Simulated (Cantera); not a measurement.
A closed system holds: 1 mol SiO2, 15 mol NF3, 2.1 mol N2, held at 1.60 Pa.

Method: chemical equilibrium by Gibbs-energy minimisation in Cantera with the NASA 1993 tables (ideal gas, pure condensed phases). Candidate condensed phases: Si, SiO2, Si2N2O, Si3N4; 28 gas species. Kinetics and transport are ignored. All values below are at 1152 °C.

Base state: F 0.779, N2 0.182, SiF4 0.0190, O2 0.0189, NO 0.000120, O 4.77e-5 (mole fractions); condensed: gas only.

What changes in the equilibrium state with this change: 0.15 mol Cl2 added?


```tsv
species	before	after
F	0.779	0.775
N2	0.182	0.181
SiF4	0.0190	0.0189
Cl	0	0.00554
O2	0.0189	0.0188
ClF	0	0.000129
NO	0.000120	0.000119
O	4.77e-5	4.76e-5
```
